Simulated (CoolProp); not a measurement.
A single-stage vapour-compression cycle with R236FA: evaporating at 262.15 K (dew point), condensing at 284.15 K (bubble point), superheat 8 K, subcooling 2 K, compressor efficiency 0.85, no pressure losses. Each further row changes one setting.

Model: reference Helmholtz-energy equation of state, Pan 2012, in CoolProp.

```
case                              cooling COP  pressure ratio  discharge temperature (K)  refrigerating effect (kJ/kg)  volumetric capacity (kJ/m³)
--------------------------------  -----------  --------------  -------------------------  ----------------------------  ---------------------------
as stated                                9.41            2.47                      292.1                           146                          686
evaporating temperature 267.15 K         12.7            1.98                      291.9                           150                          865
condensing temperature 279.15 K          12.5            2.04                      287.3                           153                          714
subcooling 7 K                           9.79            2.47                      292.1                           152                          714
superheat 18 K                           9.52            2.47                      302.2                           154                          694
compressor efficiency 0.75               8.30            2.47                      294.5                           146                          686
```
